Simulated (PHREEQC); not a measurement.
Consider water at 90 °C with 0.0053 mol/kgw PbCl2 and 0.108 mol/kgw HNO3. Closed to the air; pH follows from the charge balance.

The numbers come from PHREEQC with the ion-association model, phreeqc.dat.

Precipitation was switched off in this run.

Q: What pH, specific conductance does the model give?

A: pH 1.06; specific conductance 105000 µS/cm.

Q: In which forms is Pb present?

A: Pb+2 53 %, PbNO3+ 24 %, PbCl+ 22 % of the Pb.

At this temperature some constants are extrapolated from 25 °C, and those without enthalpy data are left unchanged.
